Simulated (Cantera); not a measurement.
Source: NASA polynomial tables (part measured, part estimated), evaluated in Cantera. Values are per mole of reaction as written; species without (g) are pure solids or liquids, kept so even where they would boil at 1 bar.

2 H(g) + F2(g) ⇌ 2 HF(g), with ΔH° = -981.1 kJ and ΔS° = -84.8 J/K at 300 K.

**Question.** How far is the shortcut ΔG° ≈ ΔH°(300 K) − T·ΔS°(300 K) from the full temperature-dependent value at 2325, 2375, 2425, 2475, 2525, 2575, 2625, 2675, 2725, 2775 K?

**Answer.** 
```csv
T (K),shortcut (kJ),full (kJ),difference (kJ),difference in log10 K
2325,-784.1,-737.5,-46.6,1.05
2375,-779.8,-731.6,-48.3,1.06
2425,-775.6,-725.6,-50.0,1.08
2475,-771.4,-719.7,-51.7,1.09
2525,-767.1,-713.7,-53.4,1.10
2575,-762.9,-707.8,-55.1,1.12
2625,-758.6,-701.8,-56.9,1.13
2675,-754.4,-695.8,-58.6,1.14
2725,-750.2,-689.8,-60.4,1.16
2775,-745.9,-683.8,-62.1,1.17
```
The shortcut ignores the heat-capacity change of the reaction.
